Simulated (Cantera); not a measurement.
Input: 1 mol Ta(OEt)5, 12 mol H2O, 86 mol H2, held at 1.40 Pa.

Equilibrium computed with Cantera from the NASA thermochemical tables; the gas is ideal and each condensed phase is pure. Candidate condensed phases: C, C6H6, C7H8, C8H18, H2O, Ta, TaC, Ta2O5; 113 gas species. The feed counts by its element totals alone. Kinetics and transport are ignored.

**Question.** What share of the Ta ends up in condensed phases as a function of T (K), at 1875, 1900, 1925, 1950, 1975, 2000, 2025, 2050, 2075, 2100?

**Answer.** 
```csv
T (K),Ta condensed (%),as
1875,85.6,Ta2O5(s)
1900,74.9,Ta2O5(s)
1925,57.0,Ta2O5(s)
1950,27.7,Ta2O5(s)
1975,0.0,-
2000,0.0,-
2025,0.0,-
2050,0.0,-
2075,0.0,-
2100,0.0,-
```
